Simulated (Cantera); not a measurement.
Feed: 1 mol CuO, 0.8 mol CH4, 1.1 mol CO, at 1748.15 K.

Cantera equilibrium calculation (NASA polynomials, part measured and part estimated; ideal gas, pure solids and liquids). Candidate condensed phases: C, C6H6, C7H8, C8H18, Cu, CuO, Cu(OH)2, Cu2O, H2O; 113 gas species. Equilibrium is a limit: real reactors are often held back by kinetics, nucleation or transport.

Problem. Which condensed phases are stable at each of these points (P (Pa)): 10, 42, 180, 750, 3200, 13000, 56000, 240000, 1000000?

Solution. 
| P (Pa) | condensed phases | Cu condensed (%) |
|---|---|---|
| 10 | gas only | 0.0 |
| 42 | gas only | 0.0 |
| 180 | Cu(l) | 31.9 |
| 750 | Cu(l) | 85.8 |
| 3200 | Cu(l) | 96.8 |
| 13000 | Cu(l) | 99.2 |
| 56000 | Cu(l) | 99.8 |
| 240000 | Cu(l) | 100.0 |
| 1000000 | Cu(l) | 100.0 |

From 10.0 Pa to 42.0 Pa nothing is condensed. From 1.80 mbar to 10.0 bar the condensed part is Cu(l).
